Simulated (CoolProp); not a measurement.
Computed with CoolProp (reference Helmholtz-energy equation of state, Lemmon 2006). It is a short technical equation, of lower accuracy than the large ones.

Question: Give the vapour pressure (MPa), surface tension (mN/m), vapour viscosity (µPa s) of saturated toluene at 515.8 K.

Answer: 
| T (K) | p (MPa) | surface tension (mN/m) | vapour viscosity (µPa s) |
|---|---|---|---|
| 515.8 | 1.50 | 4.87 | 12.1 |

Viscosity comes from a separate model (Avgeri 2015). Surface tension comes from a separate correlation (Mulero 2012).
